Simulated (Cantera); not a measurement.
Input: 1 mol NH3, 0.2 mol H2O, 1.8 mol N2, equilibrated at 17.0 mbar.

Method: chemical equilibrium by Gibbs-energy minimisation in Cantera with the NASA 1993 tables (ideal gas, pure condensed phases). Candidate condensed phases: H2O; 47 gas species. Ions and electrons are included (thermal ionisation). The numbers say what is thermodynamically allowed, not how fast it happens.

x: gas mole fraction; nothing condenses.

```tsv
T (°C)	x H	x N2	x N	x H2	x O	x OH	x H2O
2727	0.407	0.443	7.11e-5	0.113	0.0196	0.00885	0.00739
3227	0.554	0.395	…	…	0.0317	…	…
3727	0.571	0.385	…	…	0.0331	…	…
4227	0.564	0.361	0.0415	0.000452	0.0329	4.82e-5	5.51e-8
4727	0.536	0.294	0.138	0.000118	0.0314	1.29e-5	3.52e-9
```

Q: Fill in the missing entries.

A: 
- 3727, x N: 0.00844
- 3727, x H2: 0.00218
- 3727, x OH: 0.000225
- 3727, x H2O: 1.47e-6
- 3227, x N: 0.00107
- 3227, x H2: 0.0150
- 3227, x OH: 0.00147
- 3227, x H2O: 8.63e-5
